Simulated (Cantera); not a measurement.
Charge: 1 mol Si3N4, 0.64 mol H2O, 8.4 mol H2, 0.00053 mol N2, held at 75.0 Torr.

These are equilibrium values from Cantera (NASA tables, ideal gas, pure condensed phases), not measurements of a reactor. Candidate condensed phases: H2O, Si, SiO2, Si2N2O, Si3N4; 35 gas species. Mutual solubility and eutectic melting of coexisting phases are not modelled. Gases not in the tables: Si2H6 and higher silanes. Rates play no part.

log p: log10 of the partial pressure in bar; n: condensed amount in mol.

| T (°C) | log p H2 | log p N2 | log p SiO | log p H | log p NH3 | log p Si | log p SiH2 | n Si2N2O(s) | n Si3N4(s) | n Si(l) |
|---|---|---|---|---|---|---|---|---|---|---|
| 450 | -1.01 | -2.64 | <-13 | <-13 | -4.99 | <-13 | <-13 | 0.640 | 0.573 | 0 |
| 550 | -1.01 | -2.64 | <-13 | [?] | -5.46 | <-13 | <-13 | 0.640 | 0.573 | 0 |
| 650 | -1.01 | -2.64 | <-13 | [?] | -5.83 | <-13 | <-13 | 0.640 | 0.573 | 0 |
| 750 | -1.01 | -2.64 | <-13 | [?] | -6.13 | <-13 | <-13 | 0.640 | 0.573 | 0 |
| 850 | -1.01 | -2.64 | <-13 | [?] | -6.39 | <-13 | <-13 | 0.640 | 0.573 | 0 |
| 950 | -1.01 | -2.64 | -11.20 | [?] | -6.60 | <-13 | -11.81 | 0.640 | 0.573 | 0 |
| 1050 | -1.01 | -2.64 | -9.32 | [?] | -6.78 | -12.32 | -10.23 | 0.640 | 0.573 | 0 |
| 1150 | -1.01 | -2.64 | -7.71 | [?] | -6.94 | -10.40 | -8.88 | 0.640 | 0.573 | 0 |
| 1250 | -1.01 | -2.64 | -6.32 | [?] | -7.07 | -8.74 | -7.70 | 0.640 | 0.573 | 0 |
| 1350 | -1.01 | -2.64 | -5.10 | [?] | -7.19 | -7.28 | -6.68 | 0.639 | 0.574 | 0 |
| 1450 | -1.01 | -2.63 | -4.04 | [?] | -7.29 | -6.01 | -5.78 | 0.631 | 0.575 | 0.00361 |
| 1550 | -1.06 | -1.89 | -3.33 | [?] | -7.10 | -5.35 | -5.52 | 0.591 | 0.0399 | 1.65 |

Question: Complete the blanks.

Answer: 
- 550, log p H: -11.64
- 650, log p H: -10.12
- 750, log p H: -8.89
- 850, log p H: -7.88
- 950, log p H: -7.03
- 1050, log p H: -6.30
- 1150, log p H: -5.68
- 1250, log p H: -5.14
- 1350, log p H: -4.67
- 1450, log p H: -4.24
- 1550, log p H: -3.89
